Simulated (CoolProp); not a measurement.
A closed Brayton cycle with carbon dioxide: compressor inlet 307.15 K and 7.6 MPa, high pressure 23.5 MPa, turbine inlet 935 K, compressor efficiency 0.89, turbine efficiency 0.9, recuperator effectiveness 0.9 (on enthalpy, no pinch check). Each further row changes one setting.

Model: reference Helmholtz-energy equation of state, Span 1996, in CoolProp.

| case | thermal efficiency (%) | net work (kJ/kg) | compressor to turbine work | compressor exit (K) | turbine exit (K) |
|---|---|---|---|---|---|
| as stated | 39.4 | 127 | 0.24 | 379.9 | 790.4 |
| turbine inlet 885 K | 38.1 | 117 | 0.26 | 379.9 | 745.4 |
| compressor inlet 317.15 K | 38.5 | 114 | 0.32 | 408.8 | 790.4 |
| high pressure 20 MPa | 37.7 | 112 | 0.23 | 369.3 | 810.3 |
| recuperator effectiveness 0.5 | 24.8 | 127 | 0.24 | 379.9 | 790.4 |
